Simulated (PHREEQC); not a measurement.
# City or well water: speciation

Synthetic water in mg/kgw, 25 °C, pH 6.38, pe 9.1:

```
constituent              mg/kgw
-----------------------  ------
Na                         13.7
K                         0.191
Ca                         32.8
Mg                         9.46
Cl                         73.6
S(6) as SO4                16.2
Alkalinity as HCO3         42.4
Si as SiO2               0.0308
N(5) as NO3                2.22
B                         0.281
O(0) (dissolved oxygen)   0.026
Cu(2)                     0.119
```

Valence states are taken as typed.

Model: ion-association model, wateq4f.dat, run in PHREEQC.

Each row changes one thing in this solution. No solid was allowed to form.

```csv
case,HCO3- (mol/kgw),CO2 (mol/kgw),SO4-2 (mol/kgw),CaSO4 (mol/kgw),MgSO4 (mol/kgw),CaHCO3+ (mol/kgw),SI of Tenorite (CuO),SI of Malachite (Cu2(OH)2CO3)
as made,0.000686,0.000599,0.000147,1.34e-5,7.51e-6,5.29e-6,-0.93,-1.35
all concentrations times 3 at the same typed pH,0.00202,0.00169,0.000388,7.40e-5,4.15e-5,3.86e-5,-0.70,-0.43
B from 0.281 to 0.141 mg/kgw,0.000686,0.000599,0.000147,1.34e-5,7.51e-6,5.29e-6,-0.93,-1.35
pH from 6.38 to 5.5 at the same alkalinity,0.000690,?,0.000147,1.34e-5,7.51e-6,5.32e-6,-2.59,-3.78
pH from 6.38 to 6.08 at the same alkalinity,0.000687,?,0.000147,1.34e-5,7.51e-6,?,-1.47,-2.13
temperature from 25 to 70 °C at the same typed pH,?,0.000536,0.000134,1.67e-5,?,7.11e-6,+0.47,+0.43
```

Question: What belongs in the gaps?

Answer: 
- pH from 6.38 to 5.5 at the same alkalinity, CO2 (mol/kgw): 0.00457
- pH from 6.38 to 6.08 at the same alkalinity, CO2 (mol/kgw): 0.00120
- pH from 6.38 to 6.08 at the same alkalinity, CaHCO3+ (mol/kgw): 5.30e-6
- temperature from 25 to 70 °C at the same typed pH, HCO3- (mol/kgw): 0.000682
- temperature from 25 to 70 °C at the same typed pH, MgSO4 (mol/kgw): 1.74e-5

Some of these states are supersaturated (in Malachite, Tenorite (slow to form), for instance). Away from 25 °C the constants follow the database's enthalpies or fits; those with neither stay at their 25 °C values.
